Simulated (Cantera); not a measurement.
Input (Python, Cantera):

```python
import numpy as np
import cantera as ct

gas = ct.Solution("gri30.yaml")
gas.TPX = 650, 10000, {'C2H6': 1, 'O2': 2.69, 'N2': 10.1, 'CO2': 0.4}
flame = ct.FreeFlame(gas, width=0.2)
flame.set_refine_criteria(ratio=3, slope=0.08, curve=0.16)
flame.transport_model = "mixture-averaged"
flame.solve(loglevel=0, auto=True)
z, T = flame.grid, flame.T
thick = (T[-1] - T[0]) / np.gradient(T, z).max()
show = ['C2H6', 'O2', 'CO2', 'N2O', 'HCN', 'CH2O']
print(f"laminar burning velocity  {flame.velocity[0] * 100:.3f} cm/s")
print(f"burnt temperature         {T[-1]:.1f} K")
print(f"thermal thickness         {thick * 1e3:.4f} mm")
print(f"grid points               {len(z)}")
z0 = z[flame.heat_release_rate.argmax()]
print(f"{'z/mm':>9s}{'T/K':>9s}{'u/(m/s)':>9s}" + "".join(f"{s:>11s}" for s in show))
rows = []
for k in (-3, -2, -1.5, -1, -0.5, -0.25, 0, 0.25, 0.5, 1, 2, 4, 8):
    zz = z0 + k * thick
    rows.append([k * thick, np.interp(zz, z, T), np.interp(zz, z, flame.velocity),
                 *(np.interp(zz, z, flame.X[gas.species_index(s)]) for s in show)])
    print(f"{rows[-1][0] * 1e3:9.3f}{rows[-1][1]:9.1f}{rows[-1][2]:9.3f}" + "".join(f"{x:11.3e}" for x in rows[-1][3:]))
```

Output:

```
laminar burning velocity  164.962 cm/s
burnt temperature         2248.0 K
thermal thickness         2.6177 mm
grid points               164
     z/mm      T/K  u/(m/s)       C2H6         O2        CO2        N2O        HCN       CH2O
   -7.853    650.1    1.653  7.033e-02  1.892e-01  2.813e-02  4.572e-14  1.386e-10  2.428e-07
   -5.235    651.7    1.664  7.004e-02  1.882e-01  2.802e-02  9.025e-13  2.531e-09  4.389e-06
   -3.927    658.2    1.689  6.960e-02  1.868e-01  2.789e-02  6.077e-12  1.598e-08  2.704e-05
   -2.618    712.2    1.850  6.730e-02  1.802e-01  2.767e-02  8.175e-11  1.928e-07  2.944e-04
   -1.309   1078.7    2.901  4.667e-02  1.426e-01  2.892e-02  1.179e-09  2.481e-06  2.127e-03
   -0.654   1455.3    4.037  1.849e-02  9.967e-02  3.257e-02  3.196e-09  6.681e-06  2.243e-03
    0.000   1805.0    5.125  1.322e-03  5.363e-02  3.946e-02  5.872e-09  1.416e-05  9.336e-04
    0.654   1977.4    5.648  9.689e-06  2.528e-02  4.793e-02  6.714e-09  1.720e-05  1.926e-04
    1.309   2024.3    5.779  1.692e-08  1.312e-02  5.575e-02  6.700e-09  1.226e-05  2.442e-05
    2.618   2041.0    5.808  1.579e-13  6.827e-03  6.531e-02  5.766e-09  3.878e-06  1.971e-07
    5.235   2049.8    5.818  1.237e-19  5.525e-03  7.058e-02  5.015e-09  4.353e-07  1.481e-10
   10.471   2059.2    5.839  1.331e-24  5.201e-03  7.170e-02  4.965e-09  1.385e-08  7.064e-11
   20.942   2074.6    5.876  2.315e-29  4.840e-03  7.200e-02  5.122e-09  1.280e-10  7.194e-11
```

Detailed kinetics in Cantera: GRI-Mech 3.0 (53 species, 325 reactions). Burning velocities carry a grid error of a few per cent, more on coarse grids.
